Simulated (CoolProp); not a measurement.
Vapour-liquid equilibrium of carbon dioxide (1) + CH2F2 (R32) (2) at 227.6 K; x and y are mole fractions of (1).

Values from CoolProp's multi-fluid Helmholtz-energy mixture model, Span 1996 and Tillner-Roth 1997; pair parameters Bell 2016.

```tsv
x	bubble pressure (MPa)	y at the bubble point	dew pressure at overall composition x (MPa)	liquid density (mol/L)
0.05	0.1722	0.235	0.1432	23.09
0.15	0.2429	0.504	0.1576	23.30
0.25	0.3131	0.653	0.1751	23.54
0.35	0.3822	0.748	0.1967	23.79
0.45	0.4499	0.814	0.2244	24.06
0.55	0.5163	0.863	0.2609	24.35
0.65	0.5817	0.901	0.3111	24.66
0.75	0.6467	0.934	0.3841	24.98
0.85	0.7122	0.962	0.4976	25.31
0.95	0.7796	0.988	0.6835	25.67
```

No azeotrope shows between x = 0.05 and 0.95.

Pair parameters are fitted to limited data, so mixtures are less certain than the pure fluids.
